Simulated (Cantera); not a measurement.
**Stirred combustor or abatement burner**

A perfectly stirred reactor is fed with 5.14 % CH4, 7.92 % O2, 86.9 % N2, equivalence ratio 1.3, at 3750 Torr; it is adiabatic with a 775 K inlet, and is followed from long to short residence time, starting on the burning branch (τ in s: 0.38, 0.13, 0.044, 0.015, 0.0051, 0.0017, 0.0006, 0.0002, 6.9e-05, 2.4e-05).

Computed with Cantera and GRI-Mech 3.0 (53 species, 325 reactions).

```csv
τ (s),T (K),x CH4,x O2,x HO2,x C2H6,x NO,x CO2,x CH2
0.38,1592,0.00333,0.000770,1.93e-7,1.22e-5,8.10e-8,0.0288,1.96e-8
0.13,1582,0.00348,0.00151,4.98e-7,2.49e-5,8.15e-8,0.0276,4.01e-8
0.044,1563,0.00366,0.00290,1.32e-6,4.92e-5,8.48e-8,0.0254,7.55e-8
0.015,1524,0.00434,0.00599,3.77e-6,0.000102,7.33e-8,0.0214,1.14e-7
0.0051,775,0.0514,0.0792,1.62e-11,<1e-12,<1e-12,<1e-12,<1e-12
0.0017,775,0.0514,0.0792,5.45e-12,<1e-12,<1e-12,<1e-12,<1e-12
0.00060,775,0.0514,0.0792,1.93e-12,<1e-12,<1e-12,<1e-12,<1e-12
0.00020,775,0.0514,0.0792,<1e-12,<1e-12,<1e-12,<1e-12,<1e-12
6.9e-5,775,0.0514,0.0792,<1e-12,<1e-12,<1e-12,<1e-12,<1e-12
2.4e-5,775,0.0514,0.0792,<1e-12,<1e-12,<1e-12,<1e-12,<1e-12
```
x: mole fraction; the columns are a selection and need not sum to one.
